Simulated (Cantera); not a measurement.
Mixture: 4.91 % CH₄, 15.1 % O₂, 80.0 % N₂, equivalence ratio 0.65, at 5.92 atm, adiabatic and at constant pressure. Ignition delay is the time to a rise of 400 K.

Detailed kinetics in Cantera: GRI-Mech 3.0 (53 species, 325 reactions).

Task: Predict: delay at 1125 K; delay at 1325 K; delay at 1525 K; delay at 1725 K; apparent activation energy between 1625 and 1825 K.

Result: 
| Property | Value |
|---|---|
| delay at 1125 K | 24.6 ms |
| delay at 1325 K | 2.05 ms |
| delay at 1525 K | 0.260 ms |
| delay at 1725 K | 48.8 µs |
| apparent activation energy between 1625 and 1825 K | 180 kJ/mol |
